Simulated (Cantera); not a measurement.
Input: 1 mol Pb, 0.19 mol H2S, 2 mol H2, held at 0.110 bar.

Equilibrium computed with Cantera from the NASA thermochemical tables; the gas is ideal and each condensed phase is pure. Candidate condensed phases: Pb, PbS, S; 10 gas species. Mutual solubility and eutectic melting of coexisting phases are not modelled. Gases not in the tables: S3 to S7. Rates play no part.

log p: log10 of the partial pressure in bar; n: condensed amount in mol.

```json
[
 {"T (K)": "1075", "log p H2": "-0.97", "log p Pb": "-4.12", "log p PbS": "-3.26", "log p H2S": "-2.47", "n Pb(l)": "0.876", "n PbS(s)": "0.111"},
 {"T (K)": "1150", "log p H2": "-0.99", "log p Pb": "-3.54", "log p PbS": "-2.57", "log p H2S": "-2.26", "n Pb(l)": "0.917", "n PbS(s)": "0.0230"},
 {"T (K)": "1225", "log p H2": "-1.00", "log p Pb": "-3.03", "log p PbS": "-2.30", "log p H2S": "-2.39", "n Pb(l)": "0.875", "n PbS(s)": "0"},
 {"T (K)": "1300", "log p H2": "-1.01", "log p Pb": "-2.58", "log p PbS": "-2.19", "log p H2S": "-2.64", "n Pb(l)": "…", "n PbS(s)": "0"},
 {"T (K)": "1375", "log p H2": "-1.02", "log p Pb": "-2.18", "log p PbS": "-2.15", "log p H2S": "-2.93", "n Pb(l)": "…", "n PbS(s)": "0"},
 {"T (K)": "1450", "log p H2": "-1.06", "log p Pb": "-1.83", "log p PbS": "-2.15", "log p H2S": "-3.25", "n Pb(l)": "…", "n PbS(s)": "0"},
 {"T (K)": "1525", "log p H2": "-1.12", "log p Pb": "-1.55", "log p PbS": "-2.20", "log p H2S": "-3.57", "n Pb(l)": "0", "n PbS(s)": "0"},
 {"T (K)": "1600", "log p H2": "-1.12", "log p Pb": "-1.55", "log p PbS": "-2.21", "log p H2S": "-3.51", "n Pb(l)": "0", "n PbS(s)": "0"},
 {"T (K)": "1675", "log p H2": "-1.12", "log p Pb": "-1.55", "log p PbS": "-2.21", "log p H2S": "-3.46", "n Pb(l)": "0", "n PbS(s)": "0"},
 {"T (K)": "1750", "log p H2": "-1.12", "log p Pb": "-1.55", "log p PbS": "-2.22", "log p H2S": "-3.41", "n Pb(l)": "0", "n PbS(s)": "0"},
 {"T (K)": "1825", "log p H2": "-1.13", "log p Pb": "-1.55", "log p PbS": "-2.22", "log p H2S": "-3.37", "n Pb(l)": "0", "n PbS(s)": "0"}
]
```

Problem. What belongs in the gaps?

Solution. 
- 1300, n Pb(l): 0.803
- 1375, n Pb(l): 0.688
- 1450, n Pb(l): 0.453
